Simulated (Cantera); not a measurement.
**Premixed flame**

A freely propagating, adiabatic, planar premixed flame of 20.7 % H2, 17.2 % O2, 62.1 % N2, equivalence ratio 0.60, unburnt at 723 K and 4.10 bar; mixture-averaged transport, grid criteria slope 0.08 and curve 0.16, no radiation.

Cantera simulation using the H2/O2 subset of GRI-Mech 3.0, which has no nitrogen chemistry; the numbers are that mechanism's predictions, not measurements. The hydrogen kinetics of GRI-Mech 3.0 are dated; newer H2 mechanisms differ, most at raised pressure. Burning velocities carry a grid error of a few per cent, more on coarse grids. Lean hydrogen flames are cellular in practice and burn faster than this planar one.

| z (mm) | T (K) | u (m/s) | x H2 | x O2 | x O | x H2O | x OH | x H |
|---|---|---|---|---|---|---|---|---|
| -0.230 | 723 | 5.83 | 0.207 | 0.172 | <1e-8 | <1e-8 | <1e-8 | <1e-8 |
| -0.153 | 723 | 5.83 | 0.207 | 0.172 | <1e-8 | 1.65e-7 | <1e-8 | <1e-8 |
| -0.115 | 723 | 5.83 | 0.206 | 0.173 | <1e-8 | 2.01e-6 | <1e-8 | <1e-8 |
| -0.0767 | 724 | 5.82 | 0.204 | 0.173 | 8.62e-8 | 4.65e-5 | 1.22e-8 | 1.27e-7 |
| -0.0383 | 782 | 6.14 | 0.181 | 0.175 | 2.87e-5 | 0.00481 | 9.88e-5 | 0.000161 |
| -0.0192 | 1015 | 7.75 | 0.140 | 0.167 | 0.000586 | 0.0341 | 0.000984 | 0.00249 |
| 0 | 1374 | 10.3 | 0.0784 | 0.136 | 0.00393 | 0.100 | 0.00397 | 0.00972 |
| 0.0192 | 1647 | 12.2 | 0.0341 | 0.101 | 0.00834 | 0.160 | 0.00914 | 0.0137 |
| 0.0383 | 1804 | 13.3 | 0.0174 | 0.0849 | 0.00968 | 0.186 | 0.0124 | 0.0117 |
| 0.0767 | 1959 | 14.4 | 0.00964 | 0.0779 | 0.00770 | 0.202 | 0.0137 | 0.00663 |
| 0.153 | 2078 | 15.1 | 0.00548 | 0.0765 | 0.00434 | 0.212 | 0.0120 | 0.00260 |
| 0.307 | 2152 | 15.6 | 0.00253 | 0.0765 | 0.00196 | 0.220 | 0.00881 | 0.000760 |
| 0.614 | 2187 | 15.8 | 0.00105 | 0.0770 | 0.000821 | 0.224 | 0.00596 | 0.000200 |
x: mole fraction of selected species; z is measured from the peak of heat release.

| Quantity | Value |
|---|---|
| laminar burning velocity | 583 cm/s |
| thermal thickness | 0.0767 mm |
| peak x(O) | 0.00968 |
| peak x(OH) | 0.0137 |
| peak x(H) | 0.0137 |
| grid points | 102 |
